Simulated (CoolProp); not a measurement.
n-undecane along the isobar 2830 kPa: density (kg/m³) from the reference equation and from simpler models built on Tc = 638.8 K, pc = 1990 kPa, ω = 0.539; each cubic takes its own stable root.

Values from CoolProp's reference Helmholtz-energy equation of state, Aleksandrov 2011. It is a short technical equation, of lower accuracy than the large ones.

```json
[
 {"T (K)": "398.9", "phase": "liquid", "reference": "662.7", "van der Waals": "366.6", "Peng-Robinson": "634.3"},
 {"T (K)": "421", "phase": "liquid", "reference": "645.5", "van der Waals": "359.0", "Peng-Robinson": "620.6"},
 {"T (K)": "443.1", "phase": "liquid", "reference": "627.7", "van der Waals": "351.1", "Peng-Robinson": "605.4"},
 {"T (K)": "465.2", "phase": "liquid", "reference": "___", "van der Waals": "342.8", "Peng-Robinson": "588.6"},
 {"T (K)": "487.3", "phase": "liquid", "reference": "590.0", "van der Waals": "334.0", "Peng-Robinson": "570.0"},
 {"T (K)": "509.4", "phase": "liquid", "reference": "___", "van der Waals": "324.6", "Peng-Robinson": "___"},
 {"T (K)": "531.6", "phase": "liquid", "reference": "___", "van der Waals": "314.5", "Peng-Robinson": "525.4"},
 {"T (K)": "553.7", "phase": "liquid", "reference": "523.9", "van der Waals": "303.5", "Peng-Robinson": "498.3"},
 {"T (K)": "575.8", "phase": "liquid", "reference": "497.4", "van der Waals": "___", "Peng-Robinson": "466.9"},
 {"T (K)": "597.9", "phase": "liquid", "reference": "466.8", "van der Waals": "278.1", "Peng-Robinson": "429.4"},
 {"T (K)": "620", "phase": "liquid", "reference": "429.0", "van der Waals": "262.8", "Peng-Robinson": "382.7"}
]
```

Q: Fill in the missing entries.

A: 
- 465.2, reference: 609.3
- 509.4, reference: 569.6
- 509.4, Peng-Robinson: 549.1
- 531.6, reference: 547.7
- 575.8, van der Waals: 291.5
